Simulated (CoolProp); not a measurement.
Vapour pressure (MPa) of ammonia: the reference equation beside estimates from Tc = 405.6 K, pc = 11.36 MPa, ω = 0.256. Clausius-Clapeyron is anchored at 228.7 K with a constant enthalpy of vaporisation of 23.87 kJ/mol.

Model: reference Helmholtz-energy equation of state, Gao 2020, in CoolProp.

```json
[
 {"T (K)": "210.2", "reference": "0.01793", "Clausius-Clapeyron": "0.01859", "van der Waals": "0.4012", "Redlich-Kwong": "0.04167", "Peng-Robinson": "0.01757"},
 {"T (K)": "228.7", "reference": "0.05614", "Clausius-Clapeyron": "0.05614", "van der Waals": "0.6835", "Redlich-Kwong": "0.1176", "Peng-Robinson": "0.05535"},
 {"T (K)": "247.2", "reference": "0.1449", "Clausius-Clapeyron": "0.1437", "van der Waals": "1.080", "Redlich-Kwong": "0.2740", "Peng-Robinson": "0.1434"},
 {"T (K)": "265.6", "reference": "0.3208", "Clausius-Clapeyron": "0.3212", "van der Waals": "1.607", "Redlich-Kwong": "0.5516", "Peng-Robinson": "0.3186"},
 {"T (K)": "284.1", "reference": "0.6352", "Clausius-Clapeyron": "0.6494", "van der Waals": "2.286", "Redlich-Kwong": "0.9998", "Peng-Robinson": "0.6327"},
 {"T (K)": "302.6", "reference": "1.148", "Clausius-Clapeyron": "1.205", "van der Waals": "3.130", "Redlich-Kwong": "1.665", "Peng-Robinson": "1.146"},
 {"T (K)": "321", "reference": "1.922", "Clausius-Clapeyron": "2.075", "van der Waals": "4.145", "Redlich-Kwong": "2.589", "Peng-Robinson": "1.924"},
 {"T (K)": "339.5", "reference": "3.043", "Clausius-Clapeyron": "3.379", "van der Waals": "5.355", "Redlich-Kwong": "3.825", "Peng-Robinson": "3.054"},
 {"T (K)": "358", "reference": "4.595", "Clausius-Clapeyron": "5.231", "van der Waals": "6.765", "Redlich-Kwong": "5.412", "Peng-Robinson": "4.620"}
]
```

Absolute difference from the reference over all 9 rows, mean and median: Clausius-Clapeyron 5.0 and 3.7 %, van der Waals 552.5 and 259.9 %, Redlich-Kwong 64.8 and 57.4 %, Peng-Robinson 0.7 and 0.5 %.
